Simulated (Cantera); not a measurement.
Charge: 1 mol Si, 4.7 mol HCl, 97 mol H2, held at 13.3 mbar.

These are equilibrium values from Cantera (NASA tables, ideal gas, pure condensed phases), not measurements of a reactor. Candidate condensed phases: Si; 19 gas species. Equilibrium is a limit: real reactors are often held back by kinetics, nucleation or transport.

Task: Which condensed phases are stable at each of these points (T (°C)): 252, 352, 452, 552, 652, 752, 852, 952, 1052, 1152, 1252, 1352?

Result: 
```csv
T (°C),condensed phases,Si condensed (%)
252,gas only,0.0
352,gas only,0.0
452,gas only,0.0
552,gas only,0.0
652,gas only,0.0
752,Si(s),22.9
852,Si(s),47.7
952,Si(s),56.9
1052,Si(s),56.7
1152,Si(s),54.6
1252,Si(s),52.4
1352,Si(s),50.1
```

From 252 °C to 652 °C nothing is condensed. From 752 °C to 1352 °C the condensed part is Si(s).
